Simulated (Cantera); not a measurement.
Input (Python, Cantera):

```python
import numpy as np
import cantera as ct

gas = ct.Solution("gri30.yaml", transport_model="multicomponent")
show = ['OH', 'NO', 'O']

rows = []
print(f"{'T/K':>7s}{'rho':>11s}{'cp':>10s}{'mu':>11s}{'lambda':>11s}{'Pr':>7s}" + "".join(f"{'D_' + s:>11s}" for s in show))
for T in [400, 650, 900, 1150, 1400, 1650, 1900, 2150, 2400]:
    gas.TPX = T, 290, {'NO': 0.22}
    Pr = gas.cp_mass * gas.viscosity / gas.thermal_conductivity
    D = [gas.mix_diff_coeffs_mole[gas.species_index(s)] for s in show]
    rows.append([gas.density, gas.cp_mass, gas.viscosity, gas.thermal_conductivity, Pr, *D])
    print(f"{T:7g}{gas.density:11.4e}{gas.cp_mass:10.1f}{gas.viscosity:11.4e}"
          f"{gas.thermal_conductivity:11.4e}{Pr:7.3f}" + "".join(f"{d:11.4e}" for d in D))
print("SI units: kg/m3, J/kg/K, Pa s, W/m/K, m2/s")
```

Result:

```
    T/K        rho        cp         mu     lambda     Pr       D_OH       D_NO        D_O
    400 2.6164e-03     998.6 2.3120e-05 3.2481e-02  0.711 1.8059e-02 2.3309e+00 1.8418e-02
    650 1.6101e-03    1054.2 3.2312e-05 4.8111e-02  0.708 4.1131e-02 5.4642e+00 4.1950e-02
    900 1.1629e-03    1113.9 4.0086e-05 6.3114e-02  0.707 7.0887e-02 9.5280e+00 7.2299e-02
   1150 9.1007e-04    1153.1 4.7043e-05 7.6724e-02  0.707 1.0658e-01 1.4409e+01 1.0871e-01
   1400 7.4756e-04    1181.0 5.3449e-05 8.9329e-02  0.707 1.4773e-01 2.0034e+01 1.5068e-01
   1650 6.3429e-04    1202.5 5.9446e-05 1.0120e-01  0.706 1.9398e-01 2.6353e+01 1.9784e-01
   1900 5.5083e-04    1218.7 6.5123e-05 1.1241e-01  0.706 2.4504e-01 3.3327e+01 2.4992e-01
   2150 4.8678e-04    1230.8 7.0538e-05 1.2302e-01  0.706 3.0070e-01 4.0925e+01 3.0668e-01
   2400 4.3607e-04    1239.6 7.5732e-05 1.3308e-01  0.705 3.6075e-01 4.9124e+01 3.6793e-01
SI units: kg/m3, J/kg/K, Pa s, W/m/K, m2/s
```

Detailed kinetics in Cantera: GRI-Mech 3.0 (53 species, 325 reactions). The composition is frozen, though it would react at the higher temperatures.
